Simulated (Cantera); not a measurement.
Input (Python, Cantera) and output of one run.

```python
import numpy as np
import cantera as ct

gas_names = """
    C CO CO2 C2 C2O C3 C3O2 C4 C5 Cu CuO Cu2 O O2 O3
""".split()
cond_names = """
    C(gr) Cu(cr) Cu(L) CuO(s) Cu2O(s) Cu2O(L)
""".split()


# ... load() reads the species with a 1 bar reference pressure and builds the phases ...
atoms = {
    'Cu2O': {'Cu': 2, 'O': 1},
    'C': {'C': 1},
    'CO': {'C': 1, 'O': 1},
}
top_T = {'C(gr)': 4500, 'CuO(s)': 1390}  # K; cautious upper limits of use, not melting points


# ... equilibrate(T, P, feed) seeds the gas with the atoms and calls Mixture.equilibrate('TP', solver="vcs", rtol=1e-11, max_steps=5000) ...
results = []
T = 1150  # K
P = 140  # Pa
for m in [0.79, 1, 1.3, 1.5, 1.8, 2, 2.3, 2.5, 2.8, 3, 3.3, 3.5]:
    feed = {'Cu2O': 1, 'C': m, 'CO': 1.4}  # mol
    mix = equilibrate(T, P, feed)
    results.append((T, P, feed, dict(zip(mix.species_names, mix.species_moles))))

top = {s: max(r[3][s] / sum(r[3][g] for g in gas_names) for r in results) for s in gas_names}
cols = sorted((s for s in top if top[s] > 1e-06), key=lambda s: -top[s])[:8]
seen = [c for c in cond_names if any(r[3].get(c, 0) > 1e-12 for r in results)]
print("log10 of partial pressures in bar; condensed amounts in mol")
print(f"{'n(C)':>10s}" + "".join(f"{s[:9]:>10s}" for s in cols + seen))
for T, P, feed, n in results:
    ng = sum(n[g] for g in gas_names)
    print(f"{feed['C']:10.4g}" + "".join(f"{np.log10(max(n[s] / ng * P / 1e5, 1e-99)):10.3f}" for s in cols)
          + "".join(f"{n.get(c, 0):10.4g}" for c in seen))
```

It prints:

```
log10 of partial pressures in bar; condensed amounts in mol
      n(C)        CO       CO2        Cu     C(gr)    Cu(cr)
      0.79    -2.898    -3.872    -8.539         0         2
         1    -2.854    -7.112    -8.539 0.0001325         2
       1.3    -2.854    -7.112    -8.539    0.3001         2
       1.5    -2.854    -7.112    -8.539    0.5001         2
       1.8    -2.854    -7.112    -8.539    0.8001         2
         2    -2.854    -7.112    -8.539         1         2
       2.3    -2.854    -7.112    -8.539       1.3         2
       2.5    -2.854    -7.112    -8.539       1.5         2
       2.8    -2.854    -7.112    -8.539       1.8         2
         3    -2.854    -7.112    -8.539         2         2
       3.3    -2.854    -7.112    -8.539       2.3         2
       3.5    -2.854    -7.112    -8.539       2.5         2
```

These are equilibrium values from Cantera (NASA tables, ideal gas, pure condensed phases), not measurements of a reactor.
